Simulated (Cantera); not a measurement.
Input (Python, Cantera):

```python
import numpy as np
import cantera as ct

gas = ct.Solution("gri30.yaml", transport_model="mixture-averaged")
show = ['H2', 'CO2', 'N2']

rows = []
print(f"{'T/K':>7s}{'rho':>11s}{'cp':>10s}{'mu':>11s}{'lambda':>11s}{'Pr':>7s}" + "".join(f"{'D_' + s:>11s}" for s in show))
for T in [400, 600, 800, 1000, 1200, 1400, 1600]:
    gas.TPX = T, 2400, {'O2': 0.71, 'CO2': 0.83}
    Pr = gas.cp_mass * gas.viscosity / gas.thermal_conductivity
    D = [gas.mix_diff_coeffs_mole[gas.species_index(s)] for s in show]
    rows.append([gas.density, gas.cp_mass, gas.viscosity, gas.thermal_conductivity, Pr, *D])
    print(f"{T:7g}{gas.density:11.4e}{gas.cp_mass:10.1f}{gas.viscosity:11.4e}"
          f"{gas.thermal_conductivity:11.4e}{Pr:7.3f}" + "".join(f"{d:11.4e}" for d in D))
print("SI units: kg/m3, J/kg/K, Pa s, W/m/K, m2/s")
```

It prints:

```
    T/K        rho        cp         mu     lambda     Pr       D_H2      D_CO2       D_N2
    400 2.7762e-02     939.2 2.1995e-05 2.8956e-02  0.713 5.0088e-03 1.1144e-03 1.2573e-03
    600 1.8508e-02    1047.9 3.0308e-05 4.4190e-02  0.719 9.9544e-03 2.2822e-03 2.5464e-03
    800 1.3881e-02    1125.0 3.7428e-05 5.8270e-02  0.723 1.6115e-02 3.7455e-03 4.1572e-03
   1000 1.1105e-02    1179.0 4.3782e-05 7.1197e-02  0.725 2.3370e-02 5.4717e-03 6.0557e-03
   1200 9.2541e-03    1216.0 4.9597e-05 8.3170e-02  0.725 3.1638e-02 7.4388e-03 8.2188e-03
   1400 7.9321e-03    1244.6 5.5010e-05 9.4380e-02  0.725 4.0857e-02 9.6312e-03 1.0630e-02
   1600 6.9406e-03    1266.8 6.0110e-05 1.0498e-01  0.725 5.0977e-02 1.2037e-02 1.3276e-02
SI units: kg/m3, J/kg/K, Pa s, W/m/K, m2/s
```

Model: GRI-Mech 3.0 (53 species, 325 reactions), integrated in Cantera.
